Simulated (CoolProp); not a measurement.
Properties of R410A along the isotherm 215.6 K.

Computed with CoolProp (reference Helmholtz-energy equation of state, Lemmon 2003). It is a pseudo-pure fit of the blend.

| p (MPa) | phase | density (kg/m³) | cv (kJ/(kg K)) | isothermal compressibility (1/MPa) | expansivity (1/kK) |
|---|---|---|---|---|---|
| 0.0387 | gas | 1.597 | 0.5956 | 26.35 | 5.046 |
| 0.123 | liquid | 1369 | 0.8543 | 0.001601 | 2.269 |
| 0.18 | liquid | 1369 | 0.8543 | 0.001599 | 2.267 |
| 0.264 | liquid | 1369 | 0.8543 | 0.001597 | 2.265 |
| 0.387 | liquid | 1369 | 0.8543 | 0.001593 | 2.262 |
| 0.569 | liquid | 1370 | 0.8542 | 0.001588 | 2.258 |
| 0.835 | liquid | 1370 | 0.8542 | 0.001581 | 2.252 |
| 1.23 | liquid | 1371 | 0.8541 | 0.001570 | 2.243 |
| 1.8 | liquid | 1372 | 0.8540 | 0.001555 | 2.230 |
| 2.64 | liquid | 1374 | 0.8539 | 0.001533 | 2.212 |
| 3.87 | liquid | 1377 | 0.8538 | 0.001503 | 2.186 |
| 5.69 | liquid | 1380 | 0.8537 | 0.001460 | 2.149 |
| 8.35 | liquid | 1386 | 0.8537 | 0.001403 | 2.099 |
| 12.3 | liquid | 1393 | 0.8541 | 0.001328 | 2.032 |
